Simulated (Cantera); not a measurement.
Mixture: CO : H2 : O2 : N2 = 1 : 0.12 : 1.17 : 6.77 (molar parts), at 500000 Pa, adiabatic and at constant volume. Ignition delay is the time to a rise of 400 K.

Computed with Cantera and GRI-Mech 3.0 (53 species, 325 reactions). The hydrogen kinetics of GRI-Mech 3.0 are dated; newer H2 mechanisms differ, most at raised pressure.

Task: What does this change do: N2 6.77 to 14 parts?

Result: 
```json
[
 {"quantity": "delay at 998 K", "before": "8.37 ms", "after": "18.8 ms"},
 {"quantity": "delay at 1073 K", "before": "1.06 ms", "after": "2.61 ms"},
 {"quantity": "delay at 1148 K", "before": "0.158 ms", "after": "0.431 ms"},
 {"quantity": "delay at 1223 K", "before": "62.6 µs", "after": "0.186 ms"},
 {"quantity": "delay at 1298 K", "before": "38.7 µs", "after": "0.119 ms"},
 {"quantity": "delay at 1373 K", "before": "28.7 µs", "after": "89.5 µs"},
 {"quantity": "apparent activation energy between 1223 and 1373 K", "before": "73 kJ/mol", "after": "68 kJ/mol"}
]
```

Task: What does this change do: pressure from 500000 Pa to 110000 Pa?

Result: 
```
quantity           before     after
---------------  --------  --------
delay at 998 K    8.37 ms   1.22 ms
delay at 1073 K   1.06 ms  0.436 ms
delay at 1148 K  0.158 ms  0.267 ms
delay at 1223 K   62.6 µs  0.199 ms
delay at 1298 K   38.7 µs  0.165 ms
delay at 1373 K   28.7 µs  0.147 ms
```
Where the delays flatten at high temperature, the 400 K rule measures the pace of heat release, not the induction time.

Task: What does this change do: pressure from 500000 Pa to 101000 Pa?

Result: 
```
quantity           before     after
---------------  --------  --------
delay at 998 K    8.37 ms   1.17 ms
delay at 1073 K   1.06 ms  0.458 ms
delay at 1148 K  0.158 ms  0.288 ms
delay at 1223 K   62.6 µs  0.217 ms
delay at 1298 K   38.7 µs  0.182 ms
delay at 1373 K   28.7 µs  0.163 ms
```
Where the delays flatten at high temperature, the 400 K rule measures the pace of heat release, not the induction time.
